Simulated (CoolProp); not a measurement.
A single-stage vapour-compression cycle with C3F8 (R218): evaporating at 198.15 K (dew point), condensing at 236.15 K (bubble point), superheat 5 K, subcooling 5 K, compressor efficiency 0.7, no pressure losses. Each further row changes one setting.

Model: reference Helmholtz-energy equation of state, Lemmon 2006, in CoolProp. It is a short technical equation, of lower accuracy than the large ones.

```
case                              cooling COP  pressure ratio  discharge temperature (K)  refrigerating effect (kJ/kg)  volumetric capacity (kJ/m³)
--------------------------------  -----------  --------------  -------------------------  ----------------------------  ---------------------------
as stated                                3.15            8.37                      248.5                          90.4                          122
evaporating temperature 203.15 K         3.83            5.99                      246.7                          93.4                          172
condensing temperature 231.15 K          3.75            6.63                      243.4                          95.2                          129
subcooling 10 K                          3.32            8.37                      248.5                          95.2                          129
superheat 15 K                           3.21            8.37                      259.1                          96.7                          124
compressor efficiency 0.6                2.70            8.37                      255.0                          90.4                          122
```
